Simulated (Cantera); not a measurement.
A freely propagating, adiabatic, planar premixed flame of 36.7 % H₂, 12.2 % O₂, 45.9 % N₂, 5.14 % H₂O, equivalence ratio 1.5, unburnt at 400 K and 0.355 atm; mixture-averaged transport, grid criteria slope 0.08 and curve 0.16, no radiation.

Computed with Cantera and the H2/O2 subset of GRI-Mech 3.0, which has no nitrogen chemistry. Burning velocities carry a grid error of a few per cent, more on coarse grids.

Problem. Predict: laminar burning velocity; thermal thickness; peak x(H₂O₂); peak x(O); peak x(HO₂).

Solution. 
* **laminar burning velocity**: 397 cm/s
* **thermal thickness**: 1.37 mm
* **peak x(H₂O₂)**: 4.00e-5
* **peak x(O)**: 0.00589
* **peak x(HO₂)**: 0.000257
